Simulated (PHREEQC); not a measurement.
A solution holds 4.2 mol/kgw MgCl2 and 0.0029 mol/kgw Na2B4O7, at 41 °C. Closed to the air; pH follows from the charge balance.

Computed with PHREEQC (Pitzer model, pitzer.dat).

```json
[
 {"quantity": "pH", "before": "5.61", "after": "3.51"},
 {"quantity": "ionic strength (mol/kgw)", "before": "12.6", "after": "12.6"}
]
```

**Question.** Name the change that produced these shifts.
A) MgCl2 from 4.2 to 3.78 mol/kgw
B) temperature from 41 to 70 °C
C) MgCl2 left out
D) Na2B4O7 left out
E) Na2B4O7 from 0.0029 to 0.00435 mol/kgw

**Answer.** D, Na2B4O7 left out

This is a speciation only: nothing precipitates in the calculation. In brines, pH and single-ion activities rest on the MacInnes convention. At this temperature some constants are extrapolated from 25 °C, and those without enthalpy data are left unchanged.
